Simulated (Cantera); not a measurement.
# Stirred combustor or abatement burner

A perfectly stirred reactor is fed with CO : H₂ : O₂ : N₂ = 1 : 0.25 : 1.23 : 4.61 (molar parts), equivalence ratio 0.51, at 5.00 bar; it is adiabatic with a 750 K inlet, and is followed from long to short residence time, starting on the burning branch (τ in s: 0.46, 0.21, 0.095, 0.043, 0.02, 0.0089, 0.0041, 0.0019, 0.00084, 0.00038, 0.00017, 7.9e-05, 3.6e-05).

Cantera simulation using GRI-Mech 3.0 (53 species, 325 reactions); the numbers are that mechanism's predictions, not measurements. The hydrogen kinetics of GRI-Mech 3.0 are dated; newer H2 mechanisms differ, most at raised pressure.

```
τ (s)    T (K)      x CO      x H₂    x O₂    x N₂O      x NO
-------  -----  --------  --------  ------  -------  --------
0.46      2115  0.000791   3.86e-5  0.0915  7.75e-7   0.00402
0.21      2117  0.000852   4.08e-5  0.0921  8.01e-7   0.00278
0.095     2118  0.000971   4.51e-5  0.0927  8.55e-7   0.00169
0.043     2117   0.00120   5.36e-5  0.0931  9.65e-7  0.000974
0.020     2114   0.00163   6.94e-5  0.0934  1.16e-6  0.000595
0.0089    2106   0.00246  0.000101  0.0938  1.52e-6  0.000384
0.0041    2093   0.00383  0.000153  0.0942  1.97e-6  0.000269
0.0019    2073   0.00603  0.000237  0.0950  2.40e-6  0.000192
0.00084   2039   0.00968  0.000374  0.0962  2.63e-6  0.000128
0.00038   1989    0.0150  0.000570  0.0980  2.57e-6   8.25e-5
0.00017   1915    0.0231  0.000842   0.101  2.32e-6   5.21e-5
7.9e-5    1811    0.0353   0.00119   0.106  2.01e-6   3.29e-5
3.6e-5    1611    0.0617   0.00193   0.119  1.53e-6   1.24e-5
```
x: mole fraction; the columns are a selection and need not sum to one.
